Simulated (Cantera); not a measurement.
A perfectly stirred reactor is fed with CH4 : CO : O2 : N2 : CO2 = 1 : 0.45 : 1.39 : 5.23 : 0.13 (molar parts), at 640000 Pa; it is adiabatic with a 725 K inlet, and is followed from long to short residence time, starting on the burning branch (τ in s: 0.44, 0.19, 0.083, 0.036, 0.016, 0.0068, 0.0029, 0.0013, 0.00055, 0.00024, 0.0001, 4.5e-05).

Cantera simulation using GRI-Mech 3.0 (53 species, 325 reactions); the numbers are that mechanism's predictions, not measurements.

x: mole fraction; the columns are a selection and need not sum to one.

```csv
τ (s),T (K),x CH4,x CO,x O2,x CH2,x CH2CO
0.44,2167,3.08e-5,0.122,7.11e-6,3.89e-8,3.96e-8
0.19,2167,(withheld),0.122,(withheld),(withheld),(withheld)
0.083,2166,0.000137,0.122,3.19e-5,1.97e-7,2.15e-7
0.036,2166,0.000280,0.122,6.95e-5,4.36e-7,5.22e-7
0.016,2167,0.000538,0.121,0.000149,9.19e-7,1.27e-6
0.0068,2167,(withheld),0.120,(withheld),(withheld),(withheld)
0.0029,2166,0.00166,0.119,0.000706,3.86e-6,7.72e-6
0.0013,2162,0.00247,0.116,0.00142,7.02e-6,1.62e-5
0.00055,2150,0.00360,0.114,0.00296,1.25e-5,3.36e-5
0.00024,2119,0.00527,0.112,0.00613,1.96e-5,6.78e-5
0.00010,2010,0.0106,0.111,0.0174,2.12e-5,0.000199
4.5e-5,725,0.122,0.0549,0.170,<1e-12,<1e-12
```

Fill in the missing entries.


- 0.19, x CH4: 6.58e-5
- 0.19, x O2: 1.49e-5
- 0.19, x CH2: 8.85e-8
- 0.19, x CH2CO: 9.19e-8
- 0.0068, x CH4: 0.000993
- 0.0068, x O2: 0.000328
- 0.0068, x CH2: 1.94e-6
- 0.0068, x CH2CO: 3.24e-6
